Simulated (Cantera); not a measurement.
Feed: 1 mol CuO, a varied amount of H₂, held at 34.0 mbar.

Method: chemical equilibrium by Gibbs-energy minimisation in Cantera with the NASA 1993 tables (ideal gas, pure condensed phases). Candidate condensed phases: Cu, CuO, Cu(OH)₂, Cu₂O, H₂O; 12 gas species. Equilibrium is a limit: real reactors are often held back by kinetics, nucleation or transport.

Question: What condenses at these points (T in K, n(H₂) in mol): (1400, 2100); (1325, 1800); (1775, 810); (1625, 2100); (1550, 160)?

Answer: 
```json
[
 {"T (K)": "1400", "n(H₂) in mol": "2100", "condensed phases": "Cu", "Cu condensed (%)": "91.7"},
 {"T (K)": "1325", "n(H₂) in mol": "1800", "condensed phases": "Cu", "Cu condensed (%)": "98.5"},
 {"T (K)": "1775", "n(H₂) in mol": "810", "condensed phases": "gas only", "Cu condensed (%)": "0.0"},
 {"T (K)": "1625", "n(H₂) in mol": "2100", "condensed phases": "gas only", "Cu condensed (%)": "0.0"},
 {"T (K)": "1550", "n(H₂) in mol": "160", "condensed phases": "Cu", "Cu condensed (%)": "91.2"}
]
```
